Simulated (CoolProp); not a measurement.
Isobutane at 296.58 K and 2.11 MPa flows at 12 m/s in a round tube of 50 mm bore and 1.5 µm roughness, fully developed (64/Re and Nu = 3.66 if laminar; Colebrook and Gnielinski if turbulent). Each further row changes one setting.

The numbers come from the reference Helmholtz-energy equation of state, Bücker 2006 in CoolProp.

| case | Reynolds number | Darcy friction factor | pressure drop (Pa/m) | heat-transfer coefficient (W/(m² K)) | mass flow (kg/h) |
|---|---|---|---|---|---|
| as stated | 2110000 | ? | 9010 | 12800 | 47200 |
| velocity 24 m/s | 4220000 | 0.0106 | ? | 24500 | 94400 |
| diameter 100 mm | 4220000 | 0.0100 | ? | ? | ? |

Some entries are withheld; supply them.


- as stated, Darcy friction factor: 0.0113
- velocity 24 m/s, pressure drop (Pa/m): 33900
- diameter 100 mm, pressure drop (Pa/m): 4010
- diameter 100 mm, heat-transfer coefficient (W/(m² K)): 11700
- diameter 100 mm, mass flow (kg/h): 189000

Viscosity comes from a separate model (Vogel 2000). Thermal conductivity comes from a separate model (Perkins 2002).
